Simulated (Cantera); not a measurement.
Transport properties of process gases

Gas mixture: N2O = 0.99 (molar parts), at 14.3 Torr, frozen composition.

Cantera's kinetic-theory transport with the Lennard-Jones parameters of GRI-Mech 3.0, ideal gas; thermal conductivity in the multicomponent form. The composition is frozen, though it would react at the higher temperatures.

```
T (K)  ρ (kg/m³)  cp (J/kg/K)  μ (µPa s)  λ (mW/m/K)     Pr  D (cm²/s) O  D (cm²/s) C2H2  D (cm²/s) N2
-----  ---------  -----------  ---------  ----------  -----  -----------  --------------  ------------
400       0.0251        970.3       19.5        25.3  0.746         22.4            11.2          14.1
650       0.0155         1127       29.1        44.1  0.744         52.1            27.1          32.9
900       0.0112         1227       37.1        61.4  0.741         90.5            47.8          57.3
1150     0.00875         1285       44.1        76.8  0.738          137            72.8          86.6
1400     0.00718         1327       50.5        91.0  0.736          190             102           120
1650     0.00610         1359       56.4         104  0.734          249             134           158
```
D: mixture-averaged diffusion coefficient of that species in the mixture.
